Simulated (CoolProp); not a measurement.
Vapour-liquid equilibrium of trans-2-butene (1) + acetone (2) at 376 K; x and y are mole fractions of (1).

The numbers come from the multi-fluid Helmholtz-energy mixture model, Lemmon 2005 and Lemmon 2006; pair parameters Bell 2016 in CoolProp.

```csv
x,bubble pressure (kPa),y at the bubble point,dew pressure at overall composition x (kPa),liquid density (mol/L)
0.05,522.8,0.246,420.7,11.69
0.15,741.2,0.492,467.7,11.30
0.25,920.7,0.613,525.5,10.92
0.35,1065,0.686,598.3,10.55
0.45,1180,0.737,692.6,10.19
0.55,1275,0.778,818.5,9.839
0.65,1358,0.816,989.4,9.513
0.75,1435,0.855,1210,9.214
0.85,1506,0.902,1425,8.953
0.95,1569,0.963,1558,8.739
```

No azeotrope shows between x = 0.05 and 0.95.

Pair parameters are fitted to limited data, so mixtures are less certain than the pure fluids.
